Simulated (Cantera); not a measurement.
A perfectly stirred reactor is fed with 4.07 % CH4, 84.9 % H2, 11.0 % H, at 100.0 Torr; it is held at 1523 K, and followed from long to short residence time.

Computed with Cantera and GRI-Mech 3.0 (53 species, 325 reactions). GRI-Mech 3.0 stops at C3 and has no aromatics, soot or wall deposition, so with more carbon than oxygen in the feed, carbon stays in small species such as C2H2 where larger ones or solid carbon would form.

One state of this run: x CH4 = 0.0246; x H2 = 0.965; x H = 0.00112; x CH3 = 0.000570; x C2H6 = 2.86e-5; x C2H = 2.06e-8; x C2H2 = 0.00816. x: mole fraction; the columns are a selection and need not sum to one.

**Question.** Which value of τ (s) does it belong to?
A) 1.7
B) 0.49
C) 0.042
D) 0.14

**Answer.** C, 0.042
